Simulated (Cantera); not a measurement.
Cantera run:

```python
import numpy as np
import cantera as ct

gas_names = """
    AL ALCL ALCL2 ALCL3 ALN AL2 AL2CL6 CL CL2 N N2
""".split()
cond_names = """
    AL(cr) AL(L) ALCL3(s) ALCL3(L) ALN(s)
""".split()


# ... load() reads the species with a 1 bar reference pressure and builds the phases ...
atoms = {
    'AlCl3': {'AL': 1, 'CL': 3},
    'N2': {'N': 2},
}
top_T = {'ALN(s)': 2750}  # K; cautious upper limits of use, not melting points


# ... equilibrate(T, P, feed) seeds the gas with the atoms and calls Mixture.equilibrate('TP', solver="vcs", rtol=1e-11, max_steps=5000) ...
results = []
feed = {'AlCl3': 1, 'N2': 28}  # mol
P = 65000  # Pa
for T in [1300, 1375, 1450, 1525, 1600, 1675, 1750, 1825, 1900]:
    mix = equilibrate(T, P, feed)
    results.append((T, P, feed, dict(zip(mix.species_names, mix.species_moles))))

top = {s: max(r[3][s] / sum(r[3][g] for g in gas_names) for r in results) for s in gas_names}
cols = sorted((s for s in top if top[s] > 0.0001), key=lambda s: -top[s])[:9]
seen = [c for c in cond_names if any(r[3].get(c, 0) > 1e-12 for r in results)]
print("log10 of partial pressures in bar; condensed amounts in mol")
print(f"{'T/K':>10s}" + "".join(f"{s[:9]:>10s}" for s in cols + seen))
for T, P, feed, n in results:
    ng = sum(n[g] for g in gas_names)
    print(f"{T:10.4g}" + "".join(f"{np.log10(max(n[s] / ng * P / 1e5, 1e-99)):10.3f}" for s in cols)
          + "".join(f"{n.get(c, 0):10.4g}" for c in seen))
```

Output:

```
log10 of partial pressures in bar; condensed amounts in mol
       T/K        N2     ALCL3        CL     ALCL2      ALCL
      1300    -0.202    -1.650    -5.723    -5.713    -8.508
      1375    -0.202    -1.650    -5.256    -5.250    -7.737
      1450    -0.202    -1.650    -4.838    -4.836    -7.046
      1525    -0.202    -1.650    -4.460    -4.463    -6.425
      1600    -0.202    -1.651    -4.117    -4.127    -5.864
      1675    -0.202    -1.653    -3.803    -3.823    -5.357
      1750    -0.203    -1.655    -3.515    -3.548    -4.897
      1825    -0.203    -1.660    -3.250    -3.300    -4.480
      1900    -0.203    -1.668    -3.005    -3.076    -4.101
```

Cantera equilibrium calculation (NASA polynomials, part measured and part estimated; ideal gas, pure solids and liquids). The tables' values for AlCl2 are old estimates; treat these amounts as uncertain.
